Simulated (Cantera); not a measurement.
What does this Cantera script print?

```python
import numpy as np
import cantera as ct

gas_names = """
    CL CLO CL2 H HCL HNO HNO2 HNO3 HOCL HO2 H2 H2O H2O2 Mg MgCL MgCL2 MgH MgN MgO MgOH MgO2H2 Mg2 N NH
    NH2 NH3 NH2OH NO NO2 NO3 N2 N2H2 N2H4 N2O O OH O2 O3
""".split()
cond_names = """
    H2O(s) H2O(L) Mg(cr) Mg(L) MgCL2(s) MgCL2(L) MgO(s) MgO(L) MgO2H2(s) NH4CL(a) NH4CL(b)
""".split()


def load(file, names, dense=False):
    # The tables refer to 1 bar. Condensed volumes are neglected.
    table = {s.name: s for s in ct.Species.list_from_file(file)}
    out = []
    for n in names:
        d = dict(table[n].input_data)
        d["thermo"] = dict(d["thermo"], **{"reference-pressure": 1e5})
        if dense:
            d["equation-of-state"] = {"model": "constant-volume", "density": "1e6 g/cm^3"}
        out.append(ct.Species.from_dict(d))
    return out


gas = ct.Solution(thermo="ideal-gas", species=load("nasa_gas.yaml", gas_names))
cond = {s.name: ct.Solution(thermo="fixed-stoichiometry", species=[s], name=s.name)
        for s in load("nasa_condensed.yaml", cond_names, dense=True)}
atoms = {
    'MgO': {'Mg': 1, 'O': 1},
    'HCl': {'H': 1, 'CL': 1},
    'N2': {'N': 2},
}
top_T = {}  # K; cautious upper limits of use, not melting points


def equilibrate(T, P, feed):
    n = {}
    for name, mol in feed.items():
        for a, k in atoms[name].items():
            n[a] = n.get(a, 0.0) + k * mol
    gas.TPX = T, P, n
    mass = sum(n.values()) * gas.mean_molecular_weight
    gas.equilibrate("TP")
    valid = [c for c in cond.values() if c.min_temp <= T <= top_T.get(c.name, c.max_temp)]
    mix = ct.Mixture([(gas, mass / gas.mean_molecular_weight)] + [(c, 0.0) for c in valid])
    mix.T, mix.P = T, P
    mix.equilibrate("TP", solver="vcs", rtol=1e-11, max_steps=5000)
    return mix


results = []
feed = {'MgO': 1, 'HCl': 7.5, 'N2': 69}  # mol
P = 1333.22  # Pa
for T in [1150, 1200, 1250, 1300, 1350, 1400, 1450, 1500, 1550, 1600, 1650, 1700, 1750]:
    mix = equilibrate(T, P, feed)
    results.append((T, P, feed, dict(zip(mix.species_names, mix.species_moles))))
    x = sorted(zip(gas.X, gas.species_names), reverse=True)
    print(f"T = {T:g} K  P = {P:g} Pa  gas = {mix.phase_moles(0):.4g} mol")
    print("   x: " + "  ".join(f"{s} {v:.3e}" for v, s in x if v > 0.0001))
    print("   condensed (mol): " + ("  ".join(f"{mix.phase(i).name} {mix.phase_moles(i):.4g}"
          for i in range(1, mix.n_phases) if mix.phase_moles(i) > 1e-12) or "none"))
```

Result:

```
T = 1150 K  P = 1333.22 Pa  gas = 76.5 mol
   x: N2 9.020e-01  HCL 9.547e-02  MgCL2 1.277e-03  H2O 1.277e-03
   condensed (mol): MgO(s) 0.9023
T = 1200 K  P = 1333.22 Pa  gas = 76.5 mol
   x: N2 9.019e-01  HCL 9.455e-02  MgCL2 1.727e-03  H2O 1.727e-03
   condensed (mol): MgO(s) 0.8679
T = 1250 K  P = 1333.22 Pa  gas = 76.5 mol
   x: N2 9.019e-01  HCL 9.343e-02  MgCL2 2.270e-03  H2O 2.270e-03
   condensed (mol): MgO(s) 0.8263
T = 1300 K  P = 1333.22 Pa  gas = 76.5 mol
   x: N2 9.019e-01  HCL 9.211e-02  MgCL2 2.909e-03  H2O 2.909e-03  CL 1.029e-04
   condensed (mol): MgO(s) 0.7774
T = 1350 K  P = 1333.22 Pa  gas = 76.51 mol
   x: N2 9.019e-01  HCL 9.057e-02  MgCL2 3.643e-03  H2O 3.643e-03  CL 1.685e-04
   condensed (mol): MgO(s) 0.7213
T = 1400 K  P = 1333.22 Pa  gas = 76.51 mol
   x: N2 9.018e-01  HCL 8.882e-02  MgCL2 4.468e-03  H2O 4.467e-03  CL 2.659e-04  H2 1.343e-04
   condensed (mol): MgO(s) 0.6582
T = 1450 K  P = 1333.22 Pa  gas = 76.52 mol
   x: N2 9.018e-01  HCL 8.686e-02  MgCL2 5.376e-03  H2O 5.374e-03  CL 4.054e-04  H2 2.043e-04
   condensed (mol): MgO(s) 0.5887
T = 1500 K  P = 1333.22 Pa  gas = 76.52 mol
   x: N2 9.017e-01  HCL 8.470e-02  MgCL2 6.355e-03  H2O 6.353e-03  CL 5.992e-04  H2 3.017e-04
   condensed (mol): MgO(s) 0.5137
T = 1550 K  P = 1333.22 Pa  gas = 76.53 mol
   x: N2 9.016e-01  HCL 8.234e-02  MgCL2 7.394e-03  H2O 7.388e-03  CL 8.613e-04  H2 4.334e-04
   condensed (mol): MgO(s) 0.4341
T = 1600 K  P = 1333.22 Pa  gas = 76.55 mol
   x: N2 9.014e-01  HCL 7.982e-02  MgCL2 8.475e-03  H2O 8.465e-03  CL 1.207e-03  H2 6.070e-04
   condensed (mol): MgO(s) 0.3512
T = 1650 K  P = 1333.22 Pa  gas = 76.56 mol
   x: N2 9.012e-01  HCL 7.714e-02  MgCL2 9.582e-03  H2O 9.562e-03  CL 1.651e-03  H2 8.305e-04
   condensed (mol): MgO(s) 0.2662
T = 1700 K  P = 1333.22 Pa  gas = 76.59 mol
   x: N2 9.009e-01  HCL 7.432e-02  MgCL2 1.070e-02  H2O 1.066e-02  CL 2.211e-03  H2 1.112e-03
   condensed (mol): MgO(s) 0.1805
T = 1750 K  P = 1333.22 Pa  gas = 76.62 mol
   x: N2 9.006e-01  HCL 7.138e-02  MgCL2 1.180e-02  H2O 1.174e-02  CL 2.903e-03  H2 1.459e-03
   condensed (mol): MgO(s) 0.09528
```

Equilibrium computed with Cantera from the NASA thermochemical tables; the gas is ideal and each condensed phase is pure.
